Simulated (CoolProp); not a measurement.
R152A at several states: density (kg/m³) from the reference equation and from simpler models built on Tc = 386.4 K, pc = 4.517 MPa, ω = 0.275; each cubic takes its own stable root.

Model: reference Helmholtz-energy equation of state, Outcalt 1996, in CoolProp. It is a modified Benedict-Webb-Rubin equation, recast in Helmholtz form.

```
T (K)  p (MPa)   phase  reference  van der Waals  Redlich-Kwong  Soave-Redlich-Kwong
-----  -------  ------  ---------  -------------  -------------  -------------------
457.6    0.534     gas      9.499          9.493          9.505                9.479
357.7     2.15     gas      67.19          60.25          63.36                64.47
340.6    0.106     gas      2.507          2.496          2.501                2.503
322.5      1.8  liquid      836.5          57.52          641.8                679.0
```

At some of these states van der Waals gives the other phase, because its saturation line lies elsewhere.
